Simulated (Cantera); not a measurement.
## Stirred combustor or abatement burner

A perfectly stirred reactor is fed with 4.03 % CH4, 0.121 % C2H6, 20.2 % O2, 75.7 % N2, equivalence ratio 0.42, at 1.10 bar; it is adiabatic with a 800 K inlet, and is followed from long to short residence time, starting on the burning branch (τ in s: 0.12, 0.048, 0.019, 0.0078, 0.0031, 0.0013, 0.00051, 0.0002, 8.2e-05, 3.3e-05, 1.3e-05, 5.3e-06).

Model: GRI-Mech 3.0 (53 species, 325 reactions), integrated in Cantera.

```tsv
τ (s)	T (K)	x CH4	x C2H6	x O2	x H2	x HO2	x H2O
0.12	1738	8.24e-6	5.95e-8	0.117	3.93e-5	1.32e-6	0.0836
0.048	1735	1.49e-5	1.12e-7	0.117	6.99e-5	2.16e-6	0.0834
0.019	1729	2.67e-5	2.06e-7	0.117	0.000126	3.70e-6	0.0831
0.0078	1720	4.70e-5	3.66e-7	0.117	0.000222	6.26e-6	0.0827
0.0031	1705	8.56e-5	6.66e-7	0.117	0.000391	1.07e-5	0.0820
0.0013	1681	0.000156	1.21e-6	0.118	0.000648	1.75e-5	0.0812
0.00051	1638	0.000330	2.52e-6	0.119	0.00108	2.97e-5	0.0798
0.00020	1563	0.000925	7.07e-6	0.124	0.00185	5.64e-5	0.0772
8.2e-5	800	0.0403	0.00121	0.202	<1e-12	<1e-12	<1e-12
3.3e-5	800	0.0403	0.00121	0.202	<1e-12	<1e-12	<1e-12
1.3e-5	800	0.0403	0.00121	0.202	<1e-12	<1e-12	<1e-12
5.3e-6	800	0.0403	0.00121	0.202	<1e-12	<1e-12	<1e-12
```
x: mole fraction; the columns are a selection and need not sum to one.
